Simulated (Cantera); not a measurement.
Charge: 1 mol PbO, 5.2 mol CO, 19 mol N2, held at 1.00 bar.

Method: chemical equilibrium by Gibbs-energy minimisation in Cantera with the NASA 1993 tables (ideal gas, pure condensed phases). Candidate condensed phases: C, Pb, PbO, PbO2, Pb3O4; 27 gas species. Kinetics and transport are ignored.

### Question
Which condensed phases are stable at each of these points (T (K)): 898, 948, 998, 1048, 1098, 1148, 1198, 1248?

### Answer
```csv
T (K),condensed phases,Pb condensed (%)
898,C(graphite) + Pb(l),100.0
948,C(graphite) + Pb(l),100.0
998,Pb(l),100.0
1048,Pb(l),99.9
1098,Pb(l),99.7
1148,Pb(l),99.3
1198,Pb(l),98.5
1248,Pb(l),96.8
```

From 898 K to 948 K the condensed part is C(graphite) + Pb(l). From 998 K to 1248 K the condensed part is Pb(l).
